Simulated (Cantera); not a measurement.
Input: 1 mol Si3N4, 1.1 mol O2, 2.4 mol N2, at 0.100 bar.

Equilibrium computed with Cantera from the NASA thermochemical tables; the gas is ideal and each condensed phase is pure. Candidate condensed phases: Si, SiO2, Si2N2O, Si3N4; 16 gas species. Mutual solubility and eutectic melting of coexisting phases are not modelled. The tables hold silica as quartz up to 1696 K and as liquid above; real silica turns to tridymite and cristobalite and melts near 1996 K. The numbers say what is thermodynamically allowed, not how fast it happens.

x: gas mole fraction; n: condensed amount in mol.

| T (°C) | x N2 | x SiO | x Si | x SiO2 | x SiN | n SiO2(β-quartz) | n Si2N2O(s) | n SiO2(condensed) |
|---|---|---|---|---|---|---|---|---|
| 875 | 1.00 | 1.95e-10 | <1e-12 | <1e-12 | <1e-12 | 0.467 | 1.27 | 0 |
| 925 | 1.00 | [?] | <1e-12 | <1e-12 | <1e-12 | 0.467 | 1.27 | 0 |
| 975 | 1.00 | 1.37e-8 | <1e-12 | <1e-12 | <1e-12 | 0.467 | 1.27 | 0 |
| 1025 | 1.00 | 8.97e-8 | <1e-12 | <1e-12 | <1e-12 | 0.467 | 1.27 | 0 |
| 1075 | 1.000 | 5.08e-7 | <1e-12 | <1e-12 | <1e-12 | 0.467 | 1.27 | 0 |
| 1125 | 1.000 | 2.54e-6 | <1e-12 | <1e-12 | <1e-12 | 0.467 | 1.27 | 0 |
| 1175 | 1.000 | 1.13e-5 | <1e-12 | 3.89e-12 | <1e-12 | 0.467 | 1.27 | 0 |
| 1225 | 1.000 | 4.54e-5 | 8.30e-12 | 2.01e-11 | 3.40e-12 | 0.467 | 1.27 | 0 |
| 1275 | 1.000 | 0.000167 | 6.05e-11 | 9.29e-11 | 2.01e-11 | 0.466 | 1.27 | 0 |
| 1325 | 0.999 | 0.000562 | 3.88e-10 | 3.90e-10 | 1.07e-10 | 0.466 | 1.27 | 0 |
| 1375 | 0.998 | 0.00176 | 2.22e-9 | 1.50e-9 | 5.09e-10 | 0.465 | 1.26 | 0 |
| 1425 | 0.995 | [?] | [?] | 5.32e-9 | 2.21e-9 | 0 | 1.26 | 0.461 |
| 1475 | 0.986 | 0.0140 | 5.45e-8 | 1.72e-8 | 8.88e-9 | 0 | 1.25 | 0.452 |
| 1525 | 0.964 | 0.0363 | 2.39e-7 | 5.22e-8 | 3.31e-8 | 0 | 1.23 | 0.427 |

Complete the blanks.


- 925, x SiO: 1.79e-9
- 1425, x SiO: 0.00513
- 1425, x Si: 1.15e-8
